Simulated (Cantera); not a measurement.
An adiabatic, constant-pressure homogeneous reactor starts with CO : H₂ : O₂ : N₂ : H₂O = 1 : 0.12 : 0.4 : 1.92 : 0.38 (molar parts), equivalence ratio 1.4, at 1425 K and 1.18 atm. Integrator tolerance rtol = 1e-08.

Detailed kinetics in Cantera: GRI-Mech 3.0 (53 species, 325 reactions).

### Question
What does this change do: initial temperature 1425 to 1075 K?

### Answer
```json
[
 {"quantity": "time of steepest temperature rise", "before": "42.8 µs", "after": "0.436 ms"},
 {"quantity": "temperature at 2.00 s", "before": "2626 K", "after": "2483 K"},
 {"quantity": "equilibrium temperature", "before": "2626 K", "after": "2483 K"},
 {"quantity": "x(CO) at 2.00 s", "before": "0.111 (gas-phase equilibrium 0.111)", "after": "0.0952 (gas-phase equilibrium 0.0952)"},
 {"quantity": "x(H₂) at 2.00 s", "before": "0.0120 (gas-phase equilibrium 0.0120)", "after": "0.0104 (gas-phase equilibrium 0.0104)"},
 {"quantity": "x(O₂) at 2.00 s", "before": "0.0102 (gas-phase equilibrium 0.0102)", "after": "0.00396 (gas-phase equilibrium 0.00396)"},
 {"quantity": "x(H) at 2.00 s", "before": "0.00428 (gas-phase equilibrium 0.00428)", "after": "0.00218 (gas-phase equilibrium 0.00218)"},
 {"quantity": "x(NO) at 2.00 s", "before": "0.00522 (gas-phase equilibrium 0.00522)", "after": "0.00258 (gas-phase equilibrium 0.00258)"}
]
```
